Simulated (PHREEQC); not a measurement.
A solution holds 0.0014 mol/kgw Na2S, 0.002 mol/kgw MnSO4 and 9.3e-05 mol/kgw NH4Br, at 20 °C. Closed to the air; pH follows from the charge balance.

Model: ion-association model, wateq4f.dat, run in PHREEQC.

**Question.** The ionic strength comes out as 0.00854 mol/kgw. What activity coefficients do Mn+2, MnOH+, Mn(OH)3-, NH4+, OH- get?

**Answer.** Mn+2 0.70, MnOH+ 0.91, Mn(OH)3- 0.91, NH4+ 0.91, OH- 0.91.

No solid was allowed to form. The solution is supersaturated, for example in Pyrochroite, MnS(Green), so a real one may precipitate; this is no full list. The polysulfide entries of wateq4f.dat were taken out for this run.
